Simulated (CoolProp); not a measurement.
A Linde-Hampson liquefier for oxygen: isothermal reversible compression at 300 K from 1 atm to 5 MPa, throttling to 1 atm, return gas leaving the recuperator 10 K below the feed. Each further row changes one setting.

Values from CoolProp's reference Helmholtz-energy equation of state, Schmidt 1985.

```csv
case,liquid yield per pass,compression work (kJ/kg of gas)
as stated,(withheld),302
high pressure 10 MPa,(withheld),(withheld)
warm-end temperature 330 K,(withheld),(withheld)
warm-end gap 15 K,(withheld),302
```

Question: What belongs in the gaps?

Answer: 
- as stated, liquid yield per pass: 0.007
- high pressure 10 MPa, liquid yield per pass: 0.036
- high pressure 10 MPa, compression work (kJ/kg of gas): 354
- warm-end temperature 330 K, liquid yield per pass: 0.001
- warm-end temperature 330 K, compression work (kJ/kg of gas): 333
- warm-end gap 15 K, liquid yield per pass: no liquid

Above 300 K oxygen's equation is extrapolated.
